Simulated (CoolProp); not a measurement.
Fluorine at several states: density (kg/m³) from the reference equation and from simpler models built on Tc = 144.4 K, pc = 5.240 MPa, ω = 0.045; each cubic takes its own stable root.

The numbers come from the reference Helmholtz-energy equation of state, de Reuck 1990 in CoolProp.

```
T (K)  p (MPa)          phase  reference
-----  -------  -------------  ---------
101.2     7.76         liquid       1410
234.8     7.62  supercritical      162.2
261.8   0.0278            gas     0.4854
107.9     2.11         liquid       1331
159       4.95            gas      198.1
206.9   0.0548            gas      1.212
```

Problem. How far does each simpler model (Redlich-Kwong, Soave-Redlich-Kwong, Peng-Robinson) lie from the reference over these 6 states: mean and median of the absolute difference, and the worst?

Solution. 
- Redlich-Kwong: mean 0.6 %, median 0.5 %, worst -1.5 % at 107.9 K and 2.11 MPa
- Soave-Redlich-Kwong: mean 0.4 %, median 0.1 %, worst -1.7 % at 107.9 K and 2.11 MPa
- Peng-Robinson: mean 5.0 %, median 3.1 %, worst +12.8 % at 101.2 K and 7.76 MPa
